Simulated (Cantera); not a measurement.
What does this Cantera script print?

```python
import numpy as np
import cantera as ct

gas_names = [...]  # 110 gases of nasa_gas.yaml made of C, H, O
cond_names = """
    C(gr) C6H6(L) C7H8(L) C8H18(L),n-octa H2O(s) H2O(L)
""".split()


# ... load() reads the species with a 1 bar reference pressure and builds the phases ...
atoms = {
    'CH4': {'C': 1, 'H': 4},
    'CO2': {'C': 1, 'O': 2},
}
top_T = {'C(gr)': 4500}  # K; cautious upper limits of use, not melting points


# ... equilibrate(T, P, feed) seeds the gas with the atoms and calls Mixture.equilibrate('TP', solver="vcs", rtol=1e-11, max_steps=5000) ...
results = []
feed = {'CH4': 1, 'CO2': 1.3}  # mol
P = 10000  # Pa
for T in [548, 748, 948, 1148, 1348, 1548, 1748, 1948, 2148, 2348, 2548, 2748, 2948]:
    mix = equilibrate(T, P, feed)
    results.append((T, P, feed, dict(zip(mix.species_names, mix.species_moles))))
    x = sorted(zip(gas.X, gas.species_names), reverse=True)
    print(f"T = {T:g} K  P = {P:g} Pa  gas = {mix.phase_moles(0):.4g} mol")
    print("   x: " + "  ".join(f"{s} {v:.3e}" for v, s in x if v > 0.0001))
    print("   condensed (mol): " + ("  ".join(f"{mix.phase(i).name} {mix.phase_moles(i):.4g}"
          for i in range(1, mix.n_phases) if mix.phase_moles(i) > 1e-12) or "none"))
```

Output:

```
T = 548 K  P = 10000 Pa  gas = 2.361 mol
   x: H2O 5.594e-01  CO2 2.707e-01  CH4 1.183e-01  H2 5.115e-02  CO 4.160e-04
   condensed (mol): C(gr) 1.381
T = 748 K  P = 10000 Pa  gas = 2.926 mol
   x: H2 3.584e-01  CO2 2.895e-01  H2O 2.401e-01  CO 6.950e-02  CH4 4.256e-02
   condensed (mol): C(gr) 1.125
T = 948 K  P = 10000 Pa  gas = 4.276 mol
   x: CO 4.864e-01  H2 4.379e-01  CO2 4.871e-02  H2O 2.425e-02  CH4 2.799e-03
   condensed (mol): none
T = 1148 K  P = 10000 Pa  gas = 4.3 mol
   x: CO 5.003e-01  H2 4.299e-01  H2O 3.516e-02  CO2 3.462e-02
   condensed (mol): none
T = 1348 K  P = 10000 Pa  gas = 4.3 mol
   x: CO 5.083e-01  H2 4.219e-01  H2O 4.318e-02  CO2 2.658e-02
   condensed (mol): none
T = 1548 K  P = 10000 Pa  gas = 4.3 mol
   x: CO 5.135e-01  H2 4.167e-01  H2O 4.838e-02  CO2 2.138e-02
   condensed (mol): none
T = 1748 K  P = 10000 Pa  gas = 4.301 mol
   x: CO 5.168e-01  H2 4.130e-01  H2O 5.180e-02  CO2 1.795e-02  H 4.643e-04
   condensed (mol): none
T = 1948 K  P = 10000 Pa  gas = 4.305 mol
   x: CO 5.187e-01  H2 4.094e-01  H2O 5.406e-02  CO2 1.560e-02  H 2.286e-03
   condensed (mol): none
T = 2148 K  P = 10000 Pa  gas = 4.318 mol
   x: CO 5.187e-01  H2 4.035e-01  H2O 5.538e-02  CO2 1.394e-02  H 8.372e-03  OH 1.479e-04
   condensed (mol): none
T = 2348 K  P = 10000 Pa  gas = 4.355 mol
   x: CO 5.155e-01  H2 3.912e-01  H2O 5.555e-02  H 2.442e-02  CO2 1.272e-02  OH 5.962e-04
   condensed (mol): none
T = 2548 K  P = 10000 Pa  gas = 4.437 mol
   x: CO 5.067e-01  H2 3.665e-01  H 5.921e-02  H2O 5.376e-02  CO2 1.174e-02  OH 1.900e-03  O 2.003e-04
   condensed (mol): none
T = 2748 K  P = 10000 Pa  gas = 4.598 mol
   x: CO 4.896e-01  H2 3.232e-01  H 1.221e-01  H2O 4.834e-02  CO2 1.070e-02  OH 4.895e-03  O 1.171e-03
   condensed (mol): none
T = 2948 K  P = 10000 Pa  gas = 4.878 mol
   x: CO 4.625e-01  H2 2.599e-01  H 2.164e-01  H2O 3.703e-02  OH 9.828e-03  CO2 9.031e-03  O 5.045e-03  O2 2.855e-04
   condensed (mol): none
```

Method: chemical equilibrium by Gibbs-energy minimisation in Cantera with the NASA 1993 tables (ideal gas, pure condensed phases).
